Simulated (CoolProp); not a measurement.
Values from CoolProp's reference Helmholtz-energy equation of state, Bücker 2006.

Task: For ethane, give the phase and the Joule-Thomson coefficient (K/MPa), viscosity (µPa s), conductivity (mW/(m K)) at -87.25 °C and 20 bar; -31.35 °C and 20 bar.

Result: 
- -87.25 °C and 20 bar: liquid; Joule-Thomson coefficient -0.436, viscosity 166, conductivity 167
- -31.35 °C and 20 bar: liquid; Joule-Thomson coefficient -0.0867, viscosity 87.4, conductivity 117

Viscosity comes from a separate model (Friend 1991). Thermal conductivity comes from a separate model (Friend 1991).
